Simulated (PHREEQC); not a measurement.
Nickel, zinc or cadmium bath (model solution)

Consider water at 40 °C with 0.07 mol ZnCl2 per kg of water. It is in equilibrium with CO2 at log p = -3.5 (atm). Otherwise closed; pH follows from the charge balance.

Equilibrium calculation in PHREEQC: ion-association model, wateq4f.dat.

Precipitation was switched off in this run.

Problem. Predict the pH.

Solution. pH 4.96.

Problem. In which forms is C present?

Solution. CO2 82 %, ZnHCO3+ 12 %, HCO3- 5.3 % of the C.

Away from 25 °C the constants follow the database's enthalpies or fits; those with neither stay at their 25 °C values.
